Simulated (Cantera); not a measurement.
Input (Python, Cantera) and output of one run.

```python
import numpy as np
import cantera as ct

gas_names = """
    CL CL2 H HCL H2 Si SiCL SiCL2 SiCL3 SiCL4 SiH SiHCL3 SiH2 SiH2CL2 SiH3 SiH3CL SiH4 Si2 Si3
""".split()
cond_names = """
    Si(cr) Si(L)
""".split()


# ... load() reads the species with a 1 bar reference pressure and builds the phases ...
atoms = {
    'Si': {'Si': 1},
    'HCl': {'H': 1, 'CL': 1},
    'H2': {'H': 2},
}
top_T = {}  # K; cautious upper limits of use, not melting points


# ... equilibrate(T, P, feed) seeds the gas with the atoms and calls Mixture.equilibrate('TP', solver="vcs", rtol=1e-11, max_steps=5000) ...
results = []
feed = {'Si': 1, 'HCl': 16, 'H2': 28}  # mol
P = 13332.2  # Pa
for T in [475, 625, 775, 925, 1075, 1225, 1375, 1525]:
    mix = equilibrate(T, P, feed)
    results.append((T, P, feed, dict(zip(mix.species_names, mix.species_moles))))

top = {s: max(r[3][s] / sum(r[3][g] for g in gas_names) for r in results) for s in gas_names}
cols = sorted((s for s in top if top[s] > 0.0001), key=lambda s: -top[s])[:8]
seen = [c for c in cond_names if any(r[3].get(c, 0) > 1e-12 for r in results)]
print("log10 of partial pressures in bar; condensed amounts in mol")
print(f"{'T/K':>10s}" + "".join(f"{s[:9]:>10s}" for s in cols + seen))
for T, P, feed, n in results:
    ng = sum(n[g] for g in gas_names)
    print(f"{T:10.4g}" + "".join(f"{np.log10(max(n[s] / ng * P / 1e5, 1e-99)):10.3f}" for s in cols)
          + "".join(f"{n.get(c, 0):10.4g}" for c in seen))
```

Output:

```
log10 of partial pressures in bar; condensed amounts in mol
       T/K        H2       HCL     SiCL4     SiCL2     SiCL3    SiHCL3
       475    -1.031    -1.429    -2.509   -24.669   -15.743    -8.303
       625    -1.031    -1.429    -2.509   -16.590   -11.035    -6.426
       775    -1.031    -1.429    -2.509   -11.679    -8.170    -5.300
       925    -1.032    -1.429    -2.513    -8.392    -6.252    -4.555
      1075    -1.032    -1.428    -2.524    -6.052    -4.888    -4.033
      1225    -1.033    -1.425    -2.566    -4.339    -3.901    -3.680
      1375    -1.040    -1.409    -2.766    -3.206    -3.317    -3.591
      1525    -1.050    -1.387    -3.318    -2.723    -3.257    -3.928
```

Cantera equilibrium calculation (NASA polynomials, part measured and part estimated; ideal gas, pure solids and liquids). The tables' values for SiCl3 are old estimates; treat these amounts as uncertain.
